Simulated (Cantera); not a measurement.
Input (Python, Cantera) and output of one run.

```python
import numpy as np
import cantera as ct

gas_names = """
    C CH CH2 CH3 CH2OH CH3O CH4 CH3OH CO CO2 COOH C2 C2H CHCO,ketyl C2H2,acetylene C2H2,vinylidene
    CH2CO,ketene C2H3,vinyl CH3CO,acetyl C2H4 C2H4O,ethylen CH3CHO,ethanal CH3COOH (HCOOH)2 C2H5 C2H6
    CH3OCH3 C2H5OH C2O C3 C3H3,propargyl C3H4,allene C3H4,propyne C3H4,cyclo- C3H5,allyl C3H6,propylene
    C3H6,cyclo- C3H6O C3H7,n-propyl C3H7,i-propyl C3H8 C3H8O,1propanol C3H8O,2propanol C3O2 C4 C4H2
    C4H4,1,3-cyclo- C4H6,butadiene C4H6,2-butyne C4H6,cyclo- C4H8,1-butene C4H8,cis2-buten
    C4H8,tr2-butene C4H8,isobutene C4H8,cyclo- (CH3COOH)2 C4H9,n-butyl C4H9,i-butyl C4H9,s-butyl
    C4H9,t-butyl C4H10,isobutane C4H10,n-butane C5 C5H6,1,3cyclo- C5H8,cyclo- C5H10,1-pentene
    C5H10,cyclo- C5H11,pentyl C5H11,t-pentyl C5H12,n-pentane C5H12,i-pentane CH3C(CH3)2CH3 C6H2
    C6H5,phenyl C6H5O,phenoxy C6H6 C6H5OH,phenol C6H10,cyclo- C6H12,1-hexene C6H12,cyclo- C6H13,n-hexyl
    C7H7,benzyl C7H8 C7H8O,cresol C7H14,1-heptene C7H15,n-heptyl C7H16,n-heptane C8H8,styrene
    C8H10,ethylbenz C8H16,1-octene C8H17,n-octyl C8H18,isooctane C8H18,n-octane C9H19,n-nonyl
    C10H8,naphthale C10H21,n-decyl C12H9,o-bipheny C12H10,bipheny H HCO HO2 H2 HCHO,formaldehy HCOOH H2O
    H2O2 O OH O2 O3 Si SiC SiC2 SiC4H12 SiH SiH2 SiH3 SiH4 SiO SiO2 Si2 Si2C Si3
""".split()
cond_names = """
    C(gr) C6H6(L) C7H8(L) C8H18(L),n-octa H2O(s) H2O(L) Si(cr) Si(L) SiC(b) SiO2(Lqz) SiO2(hqz) SiO2(L)
""".split()


def load(file, names, dense=False):
    # The tables refer to 1 bar. Condensed volumes are neglected.
    table = {s.name: s for s in ct.Species.list_from_file(file)}
    out = []
    for n in names:
        d = dict(table[n].input_data)
        d["thermo"] = dict(d["thermo"], **{"reference-pressure": 1e5})
        if dense:
            d["equation-of-state"] = {"model": "constant-volume", "density": "1e6 g/cm^3"}
        out.append(ct.Species.from_dict(d))
    return out


gas = ct.Solution(thermo="ideal-gas", species=load("nasa_gas.yaml", gas_names))
cond = {s.name: ct.Solution(thermo="fixed-stoichiometry", species=[s], name=s.name)
        for s in load("nasa_condensed.yaml", cond_names, dense=True)}
atoms = {
    'Si': {'Si': 1},
    'CO2': {'C': 1, 'O': 2},
    'H2': {'H': 2},
}
top_T = {'C(gr)': 4500, 'SiC(b)': 3050}  # K; cautious upper limits of use, not melting points


def equilibrate(T, P, feed):
    n = {}
    for name, mol in feed.items():
        for a, k in atoms[name].items():
            n[a] = n.get(a, 0.0) + k * mol
    gas.TPX = T, P, n
    mass = sum(n.values()) * gas.mean_molecular_weight
    gas.equilibrate("TP")
    valid = [c for c in cond.values() if c.min_temp <= T <= top_T.get(c.name, c.max_temp)]
    mix = ct.Mixture([(gas, mass / gas.mean_molecular_weight)] + [(c, 0.0) for c in valid])
    mix.T, mix.P = T, P
    mix.equilibrate("TP", solver="vcs", rtol=1e-11, max_steps=5000)
    return mix


results = []
feed = {'Si': 1, 'CO2': 1.8, 'H2': 200}  # mol
T = 1600  # K
P = 66000  # Pa
mix = equilibrate(T, P, feed)
results.append((T, P, feed, dict(zip(mix.species_names, mix.species_moles))))
print(gas.report(threshold=1e-06))
for i in range(1, mix.n_phases):
    print(f"{mix.phase(i).name:16s} {mix.phase_moles(i):12.5e} mol")
```

It prints:

```
       temperature   1600 K
          pressure   66000 Pa
           density   0.011336 kg/m^3
  mean mol. weight   2.285 kg/kmol
   phase of matter   gas

                          1 kg             1 kmol
                     ---------------   ---------------
          enthalpy        1.6874e+07        3.8557e+07  J
   internal energy        1.1052e+07        2.5254e+07  J
           entropy             81251        1.8566e+05  J/K
    Gibbs function       -1.1313e+08       -2.5849e+08  J
 heat capacity c_p             14349             32787  J/K
 heat capacity c_v             10710             24473  J/K

                      mass frac. Y      mole frac. X     chem. pot. / RT
                     ---------------   ---------------   ---------------
               CH4        0.00087668        0.00012486           -42.884
                CO           0.10772         0.0087876           -40.425
                 H        2.9376e-05         6.659e-05           -9.6091
                H2           0.87353           0.99007           -19.218
               H2O        0.00033471        4.2453e-05           -55.197
               SiO          0.017491        0.00090658           -43.844
     [ +117 minor]        1.1854e-05        9.7928e-07

C(gr)             0.00000e+00 mol
Si(cr)            0.00000e+00 mol
SiC(b)            0.00000e+00 mol
SiO2(hqz)         8.16871e-01 mol
```

Equilibrium computed with Cantera from the NASA thermochemical tables; the gas is ideal and each condensed phase is pure. The tables hold silica as quartz up to 1696 K and as liquid above; real silica turns to tridymite and cristobalite and melts near 1996 K.
